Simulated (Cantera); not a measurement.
A Cantera script and what it prints.

```python
import numpy as np
import cantera as ct

gas_names = """
    CL CL2 H HCL H2 Si SiCL SiCL2 SiCL3 SiCL4 SiH SiHCL3 SiH2 SiH2CL2 SiH3 SiH3CL SiH4 Si2 Si3
""".split()
cond_names = """
    Si(cr) Si(L)
""".split()


# ... load() reads the species with a 1 bar reference pressure and builds the phases ...
atoms = {
    'SiCl4': {'Si': 1, 'CL': 4},
    'H2': {'H': 2},
}
top_T = {}  # K; cautious upper limits of use, not melting points


# ... equilibrate(T, P, feed) seeds the gas with the atoms and calls Mixture.equilibrate('TP', solver="vcs", rtol=1e-11, max_steps=5000) ...
results = []
feed = {'SiCl4': 1, 'H2': 4.2}  # mol
T = 675  # K
P = 10000  # Pa
mix = equilibrate(T, P, feed)
results.append((T, P, feed, dict(zip(mix.species_names, mix.species_moles))))
x = sorted(zip(gas.X, gas.species_names), reverse=True)
print(f"T = {T:g} K  P = {P:g} Pa  gas = {mix.phase_moles(0):.4g} mol")
print("   x: " + "  ".join(f"{s} {v:.3e}" for v, s in x if v > 1e-06))
print("   condensed (mol): " + ("  ".join(f"{mix.phase(i).name} {mix.phase_moles(i):.4g}"
      for i in range(1, mix.n_phases) if mix.phase_moles(i) > 1e-12) or "none"))
```

Result:

```
T = 675 K  P = 10000 Pa  gas = 5.2 mol
   x: H2 8.032e-01  SiCL4 1.879e-01  HCL 4.456e-03  SiHCL3 4.442e-03  SiH2CL2 6.505e-06
   condensed (mol): none
```

Method: chemical equilibrium by Gibbs-energy minimisation in Cantera with the NASA 1993 tables (ideal gas, pure condensed phases).
